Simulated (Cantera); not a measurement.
**Fluorocarbon and chlorocarbon gases: c-C4F8 + HCl**

Input: 1 mol c-C4F8, 0.012 mol HCl, equilibrated at 2448.15 K.

Cantera equilibrium calculation (NASA polynomials, part measured and part estimated; ideal gas, pure solids and liquids). Candidate condensed phases: C, C6H6, C7H8, C8H18; 118 gas species. The feed counts by its element totals alone. The tables' values for C2F4 are old estimates; treat these amounts as uncertain. Gases not in the tables: C2F6 and larger saturated fluorocarbons. Kinetics and transport are ignored.

| P (Pa) | log p F | log p CF4 | log p CF2 | log p CF3 | log p CF | log p C3 | n C(graphite) |
|---|---|---|---|---|---|---|---|
| 1 | -5.03 | -14.39 | -7.84 | -12.26 | -6.58 | -6.66 | 3.13 |
| 10 | -4.02 | -10.36 | -5.83 | -9.24 | -5.58 | -6.66 | 3.61 |
| 100 | -3.07 | -6.56 | -3.92 | -6.38 | -4.63 | -6.66 | 2.97 |
| 1000 | -2.29 | -3.45 | -2.37 | -4.05 | -3.85 | -6.66 | 1.49 |
| 10000 | -1.79 | -1.44 | -1.36 | -2.55 | -3.35 | -6.66 | 1.42 |
| 100000 | -1.46 | -0.13 | -0.71 | -1.57 | -3.02 | -6.66 | 1.78 |
log p: log10 of the partial pressure in bar; n: condensed amount in mol.

From 1.00 Pa to 100000 Pa the condensed part is C(graphite). The main C-bearing gas is C3 at 1.00 Pa and CF4 at 100000 Pa. The share of C in condensed phases is highest at 10.0 Pa (90.3 %) and lowest at 10000 Pa (35.6 %).
